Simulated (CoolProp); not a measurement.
A simple Rankine cycle with R1336mzz(E): condensing at 331.15 K, boiler at 2.04 MPa, turbine inlet 403.1 K, turbine efficiency 0.6, pump efficiency 0.7, no recuperator. Each further row changes one setting.

Values from CoolProp's reference Helmholtz-energy equation of state, Akasaka 2023.

```csv
case,thermal efficiency (%),net work (kJ/kg),heat in (kJ/kg),turbine exit temperature (K),volume ratio over the turbine
as stated,6.1,___,168,___,___
condensing temperature 323.15 K,7.0,12.4,179,363.1,5.87
boiler pressure 1.43 MPa,4.9,8.72,180,380.8,___
turbine efficiency 0.5,4.9,8.31,168,369.3,___
```

Question: Complete the blanks.

Answer: 
- as stated, net work (kJ/kg): 10.3
- as stated, turbine exit temperature (K): 367.2
- as stated, volume ratio over the turbine: 4.64
- boiler pressure 1.43 MPa, volume ratio over the turbine: 2.89
- turbine efficiency 0.5, volume ratio over the turbine: 4.68
